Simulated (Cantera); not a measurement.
# Transport properties of process gases

Gas mixture: 77.9 % CH₃OH, 22.1 % C₂H₆, at 0.148 atm, frozen composition.

Cantera's kinetic-theory transport with the Lennard-Jones parameters of GRI-Mech 3.0, ideal gas; thermal conductivity in the mixture-averaged form. Polar gases are described roughly by these parameters. The composition is frozen, though it would react at the higher temperatures.

```tsv
T (K)	ρ (kg/m³)	cp (J/kg/K)	μ (µPa s)	λ (mW/m/K)	Pr	D (cm²/s) CH₄	D (cm²/s) H	D (cm²/s) OH
400	0.143	1723	12.9	29.7	0.750	1.88	10.3	2.72
500	0.114	2011	16.1	43.3	0.749	2.85	15.6	4.07
600	0.0950	2285	19.2	58.2	0.753	3.98	21.8	5.61
700	0.0815	2523	22.1	73.8	0.755	5.24	28.7	7.35
800	0.0713	2722	24.9	89.7	0.754	6.64	36.4	9.25
900	0.0634	2894	27.5	106	0.753	8.15	44.7	11.3
1000	0.0570	3068	30.0	121	0.758	9.79	53.7	13.6
1100	0.0518	3207	32.4	137	0.758	11.5	63.3	15.9
1200	0.0475	3330	34.7	152	0.758	13.4	73.4	18.5
```
D: mixture-averaged diffusion coefficient of that species in the mixture.
